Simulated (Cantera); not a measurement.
Charge: 1 mol Al, 7 mol NH₃, 140 mol N₂, equilibrated at 46.5 Torr.

Method: chemical equilibrium by Gibbs-energy minimisation in Cantera with the NASA 1993 tables (ideal gas, pure condensed phases). Candidate condensed phases: Al, AlN; 13 gas species. Kinetics and transport are ignored.

Which condensed phases are stable at each of these points (T (K)): 1125, 1225, 1325, 1425, 1525, 1625, 1725, 1825, 1925, 2025, 2125?


```
T (K)  condensed phases  Al condensed (%)
-----  ----------------  ----------------
1125             AlN(s)             100.0
1225             AlN(s)             100.0
1325             AlN(s)             100.0
1425             AlN(s)             100.0
1525             AlN(s)             100.0
1625             AlN(s)             100.0
1725             AlN(s)              99.9
1825             AlN(s)              99.4
1925             AlN(s)              95.1
2025             AlN(s)              65.5
2125           gas only               0.0
```

From 1125 K to 2025 K the condensed part is AlN(s). At 2125 K nothing is condensed.
